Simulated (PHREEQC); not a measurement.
Acid rinse or clean

Make-up at 20 °C: 0.0022 mol/kgw HNO3, 0.0018 mol/kgw CaCl2 and 0.043 mol/kgw MgCl2. Closed to the air; pH follows from the charge balance.

Model: ion-association model, phreeqc.dat, run in PHREEQC.

```
Item                         Result
--------------------  -------------
pH                             2.75
ionic strength        0.137 mol/kgw
specific conductance     8440 µS/cm
density                 1.002 g/cm³
total alkalinity       -2.20 meq/kg
```

| species | molality | activity | log γ |
|---|---|---|---|
| Cl- | 0.0896 | 0.0668 | -0.128 |
| Mg+2 | 0.0430 | 0.0163 | -0.421 |
| H+ | 0.00220 | 0.00179 | -0.089 |
| NO3- | 0.00220 | 0.00160 | -0.137 |
| Ca+2 | 0.00180 | 0.000649 | -0.443 |

Precipitation was switched off in this run. Species that the database lacks are ignored.
